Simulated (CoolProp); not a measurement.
R1234ze(Z) along the isotherm 166.85 °C: Z from the reference equation and from simpler models built on Tc = 150.1 °C, pc = 35.31 bar, ω = 0.327; each cubic takes its own stable root.

Computed with CoolProp (reference Helmholtz-energy equation of state, Akasaka 2019).

| p (bar) | phase | reference |
|---|---|---|
| 42.5 | supercritical | 0.4126 |
| 85 | supercritical | 0.3371 |
| 128 | supercritical | 0.4590 |
| 170 | supercritical | 0.5764 |
| 212 | supercritical | 0.6909 |
| 255 | supercritical | 0.8054 |
| 298 | supercritical | 0.9174 |
| 340 | supercritical | 1.025 |

How far does each simpler model (van der Waals, Redlich-Kwong, Peng-Robinson) lie from the reference over these 8 states: mean and median of the absolute difference, and the worst?


- van der Waals: mean 44.7 %, median 49.8 %, worst +50.9 % at 166.85 °C and 340 bar
- Redlich-Kwong: mean 16.7 %, median 17.7 %, worst +23.5 % at 166.85 °C and 85 bar
- Peng-Robinson: mean 8.1 %, median 6.9 %, worst +14.7 % at 166.85 °C and 85 bar
